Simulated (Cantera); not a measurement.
What does this Cantera script print?

```python
import numpy as np
import cantera as ct

gas_names = [...]  # 105 gases of nasa_gas.yaml made of C, H, N, Si
cond_names = """
    C(gr) C6H6(L) C7H8(L) C8H18(L),n-octa Si(cr) Si(L) SiC(b) Si3N4(a)
""".split()


# ... load() reads the species with a 1 bar reference pressure and builds the phases ...
atoms = {
    'Si3N4': {'Si': 3, 'N': 4},
    'C': {'C': 1},
    'H2': {'H': 2},
}
top_T = {'C(gr)': 4500, 'SiC(b)': 3050, 'Si3N4(a)': 2400}  # K; cautious upper limits of use, not melting points


# ... equilibrate(T, P, feed) seeds the gas with the atoms and calls Mixture.equilibrate('TP', solver="vcs", rtol=1e-11, max_steps=5000) ...
results = []
feed = {'Si3N4': 1, 'C': 0.13, 'H2': 0.29}  # mol
T = 1800  # K
P = 10000  # Pa
mix = equilibrate(T, P, feed)
results.append((T, P, feed, dict(zip(mix.species_names, mix.species_moles))))
print(gas.report(threshold=0.0001))
for i in range(1, mix.n_phases):
    print(f"{mix.phase(i).name:16s} {mix.phase_moles(i):12.5e} mol")
```

It prints:

```
       temperature   1800 K
          pressure   10000 Pa
           density   0.0053422 kg/m^3
  mean mol. weight   7.9951 kg/kmol
   phase of matter   gas

                          1 kg             1 kmol
                     ---------------   ---------------
          enthalpy        5.8879e+06        4.7075e+07  J
   internal energy         4.016e+06        3.2109e+07  J
           entropy             27911        2.2315e+05  J/K
    Gibbs function       -4.4352e+07        -3.546e+08  J
 heat capacity c_p              4249             33971  J/K
 heat capacity c_v            3209.1             25657  J/K

                      mass frac. Y      mole frac. X     chem. pot. / RT
                     ---------------   ---------------   ---------------
                 H        0.00012518         0.0009929           -10.858
               HCN        0.00039846        0.00011788           -31.671
                H2            0.1939           0.76898           -21.715
                N2           0.80541           0.22986           -30.364
     [ +101 minor]        0.00016263        4.4396e-05

C(gr)             0.00000e+00 mol
Si(L)             0.00000e+00 mol
SiC(b)            1.29953e-01 mol
Si3N4(a)          9.56678e-01 mol
```

These are equilibrium values from Cantera (NASA tables, ideal gas, pure condensed phases), not measurements of a reactor. Mutual solubility and eutectic melting of coexisting phases are not modelled. Gases not in the tables: Si2H6 and higher silanes.
